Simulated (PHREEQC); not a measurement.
Copper plating or etch bath: an equilibrium model

Dissolve 0.0047 mol/kgw CuSO4, 0.00015 mol/kgw H2SO4 and 0.29 mol/kgw H3BO3 at 90 °C. Closed to the air; pH follows from the charge balance.

Computed with PHREEQC (ion-association model, phreeqc.dat).

Precipitation was switched off in this run.

Q: Estimate the pH, specific conductance, ionic strength.

A: pH 3.88; specific conductance 2350 µS/cm; ionic strength 0.0140 mol/kgw.

Q: In which forms is S present?

A: SO4-2 71 %, CuSO4 25 %, HSO4- 3.4 % of the S.

Constants without temperature data keep their 25 °C values here.
